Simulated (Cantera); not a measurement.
Feed: 1 mol Si₃N₄, 1.8 mol CO₂, 9.3 mol N₂, at 1852 °C and 0.100 bar.

Equilibrium computed with Cantera from the NASA thermochemical tables; the gas is ideal and each condensed phase is pure. Candidate condensed phases: C, Si, SiC, SiO₂, Si₂N₂O, Si₃N₄; 34 gas species. Mutual solubility and eutectic melting of coexisting phases are not modelled. The tables' values for SiN are old estimates; treat these amounts as uncertain. Equilibrium is a limit: real reactors are often held back by kinetics, nucleation or transport.

Base state: N₂ 0.757, SiO 0.152, CO 0.0892, Si 0.00174, Si₂N 0.000110, SiN 9.39e-5, Si₂C 7.80e-5, Si₂ 2.39e-5 (mole fractions); condensed: Si(l) + SiC(s).

What changes in the equilibrium state with this change: temperature from 1852 °C to 1377 °C?


| species | before | after |
|---|---|---|
| N₂ | 0.757 | 0.845 |
| CO | 0.0892 | 0.153 |
| SiO | 0.152 | 0.00194 |
| Si | 0.00174 | 2.66e-9 |
| Si₂N | 0.000110 | <1e-9 |
| SiN | 9.39e-5 | <1e-9 |
| Si₂C | 7.80e-5 | <1e-9 |
| Si₂ | 2.39e-5 | <1e-9 |
| Si(l), mol | 0.230 | 0 |
| SiC(s), mol | 0.468 | 0 |
| SiO₂(β-quartz), mol | 0 | 0.192 |
| Si₂N₂O(s), mol | 0 | 1.39 |
The tables hold silica as quartz up to 1696 K and as liquid above; real silica turns to tridymite and cristobalite and melts near 1996 K.

What changes in the equilibrium state with this change: temperature from 1852 °C to 1775 °C?


```
species        before     after
-----------  --------  --------
N₂              0.757     0.758
SiO             0.152     0.161
CO             0.0892    0.0809
Si            0.00174  0.000683
Si₂C          7.80e-5   2.28e-5
Si₂           2.39e-5   7.15e-6
Si₂N         0.000110   4.96e-5
SiN           9.39e-5   4.37e-5
Si(l), mol      0.230         0
SiC(s), mol     0.468     0.593
```

What changes in the equilibrium state with this change: temperature from 1852 °C to 1900 °C?


```
species       before     after
-----------  -------  --------
N₂             0.757     0.756
SiO            0.152     0.140
CO            0.0892     0.101
Si           0.00174   0.00283
Si₂C         7.80e-5  0.000151
Si₂          2.39e-5   4.29e-5
SiN          9.39e-5  0.000139
Si(l), mol     0.230     0.572
SiC(s), mol    0.468     0.285
```
